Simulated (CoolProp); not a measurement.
c-C4F8 (RC318) along the isobar 386 kPa: density (kg/m³) from the reference equation and from simpler models built on Tc = 115.2 °C, pc = 2778 kPa, ω = 0.355; each cubic takes its own stable root.

Computed with CoolProp (reference Helmholtz-energy equation of state, Platzer 1990). This equation is an older, rougher fit; its heat capacities, sound speeds and derivatives of the liquid may be far off and weren't checked against measurements.

```
T (°C)   phase  reference
------  ------  ---------
-18.25  liquid       1659
0.95    liquid       1592
20.05   liquid       1519
39.25      gas      33.28
58.45      gas      30.60
77.65      gas      28.43
96.85      gas      26.61
116.05     gas      25.04
135.25     gas      23.67
154.45     gas      22.46
```

Q: How far does each simpler model (van der Waals, Soave-Redlich-Kwong, Peng-Robinson) lie from the reference over these 10 states: mean and median of the absolute difference, and the worst?

A: 
- van der Waals: mean 30.2 %, median 1.8 %, worst -97.7 % at 20.05 °C and 386 kPa
- Soave-Redlich-Kwong: mean 1.9 %, median 0.2 %, worst -6.3 % at 20.05 °C and 386 kPa
- Peng-Robinson: mean 2.5 %, median 0.8 %, worst +6.8 % at -18.25 °C and 386 kPa

At some of these states van der Waals gives the other phase, because its saturation line lies elsewhere.
